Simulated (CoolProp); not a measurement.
Vapour-liquid equilibrium of R113 (1) + n-hexane (2) at 0.358 MPa; x and y are mole fractions of (1).

Model: multi-fluid Helmholtz-energy mixture model, Marx 1992 and Thol 2019; pair parameters Bell 2016, in CoolProp.

```
x      bubble temperature, mixture model (°C)  bubble temperature, Raoult's law (°C)  y, mixture model  y, Raoult's law
-----  --------------------------------------  -------------------------------------  ----------------  ---------------
0.05                                    112.9                                  113.7             0.093            0.083
0.125                                   109.9                                  111.5             0.214            0.198
0.2                                     107.2                                  109.5             0.318            0.303
0.275                                   104.9                                  107.5             0.407            0.398
0.35                                    102.9                                  105.6             0.487            0.485
0.425                                   101.1                                  103.7             0.558            0.565
0.5                                      99.4                                  102.0             0.624            0.638
0.575                                    98.0                                  100.3             0.685            0.706
0.65                                     96.6                                   98.6             0.743            0.768
0.725                                    95.4                                   97.1             0.799            0.825
0.8                                      94.3                                   95.5             0.853            0.877
0.875                                    93.3                                   94.1             0.908            0.926
0.95                                     92.3                                   92.7             0.963            0.972
```

The largest gap from Raoult's law is -2.7 K in bubble temperature, at x = 0.35. No azeotrope shows between x = 0.05 and 0.95.

The pair parameters rest on a limited set of measurements; away from them the model extrapolates.
